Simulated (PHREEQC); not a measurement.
K2CO3 is added in steps, without added water, to 1 kg of water holding 1.8 mmol/kgw KF, at 25 °C. Oxygen alone is held at its pressure in air (log pO2 = -0.68). CO2 from the air is kept out. Nothing may precipitate in this run.

Base run: PHREEQC, ion-association model, wateq4f.dat. Each further column changes one thing. The table gives CO3-2 (mol/kgw).

```csv
K2CO3 added (mol),base,metal-ligand complexes left out,database phreeqc.dat,Debye-Hückel limiting law,all activity coefficients set to 1
0,0,0,0,0,0
9e-05,2.31e-5,2.31e-5,2.29e-5,2.32e-5,2.18e-5
0.00018,6.66e-5,6.66e-5,6.63e-5,6.69e-5,6.35e-5
0.000315,0.000147,0.000147,0.000147,0.000148,0.000141
0.000405,0.000207,0.000207,0.000206,0.000207,0.000199
0.000495,0.000269,0.000269,0.000268,0.000270,0.000260
0.000585,0.000334,0.000334,0.000333,0.000335,0.000323
0.00072,0.000434,0.000434,0.000433,0.000436,0.000420
0.00081,0.000503,0.000503,0.000502,0.000505,0.000487
0.0009,0.000573,0.000573,0.000572,0.000575,0.000556
```

 phreeqc.dat and wateq4f.dat share most of their constants, so their agreement is no independent check.
